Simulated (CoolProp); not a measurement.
The fluid at 373.42 K and 2.88 MPa is throttled through a valve to 1.99 MPa with no heat exchange. The same conditions are run with several fluids, on thermodynamics alone (safety and materials aside).

The numbers come from the reference Helmholtz-energy equation of state of each fluid (ethanol: Schroeder 2014; R245fa: Akasaka 2015; the fluoroketone C6F12O (FK-5-1-12): McLinden 2015; o-xylene: Zhou 2012; R1336mzz(Z): McLinden 2020) in CoolProp.

Problem. Rank ethanol, R245fa, the fluoroketone C6F12O (FK-5-1-12), o-xylene, R1336mzz(Z) by temperature change (K), highest first.

Solution. o-xylene (+0.3), ethanol (+0.2), the fluoroketone C6F12O (FK-5-1-12) (-0.0), R1336mzz(Z) (-0.1), R245fa (-0.2)

```
fluid                                final density (kg/m³)
-----------------------------------  ---------------------
ethanol                                                716
R245fa                                                1100
the fluoroketone C6F12O (FK-5-1-12)                   1360
o-xylene                                               813
R1336mzz(Z)                                           1150
```
